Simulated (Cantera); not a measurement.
BN + HCl + H2 (nitride etching)

Charge: 1 mol BN, 1.7 mol HCl, 1.8 mol H2, equilibrated at 0.0610 bar.

These are equilibrium values from Cantera (NASA tables, ideal gas, pure condensed phases), not measurements of a reactor. Candidate condensed phases: B, BN, NH4Cl; 21 gas species. The tables' values for BCl, BCl2, BH2 are old estimates; treat these amounts as uncertain. Gases not in the tables: BHCl2. Kinetics and transport are ignored.

```
T (K)   x H2  x HCl   x BCl3      x N2  n BN(s)
-----  -----  -----  -------  --------  -------
1350   0.516  0.483  0.00105  0.000527    0.996
1400   0.516  0.482  0.00138  0.000693    0.995
1450   0.517  0.480  0.00178  0.000893    0.994
1500   0.518  0.479  0.00224   0.00113    0.992
1550   0.518  0.477  0.00277   0.00142    0.990
1600   0.519  0.475  0.00336   0.00176    0.988
1650   0.520  0.473  0.00400   0.00217    0.985
1700   0.521  0.470  0.00466   0.00268    0.981
1750   0.522  0.466  0.00528   0.00336    0.976
1800   0.523  0.462  0.00580   0.00430    0.970
1850   0.524  0.457  0.00614   0.00566    0.960
```
x: gas mole fraction; n: condensed amount in mol.

From 1350 K to 1850 K the condensed part is BN(s). The main B-bearing gas is BCl3 throughout. The share of B in condensed phases is highest at 1350 K (99.6 %) and lowest at 1850 K (96.0 %).
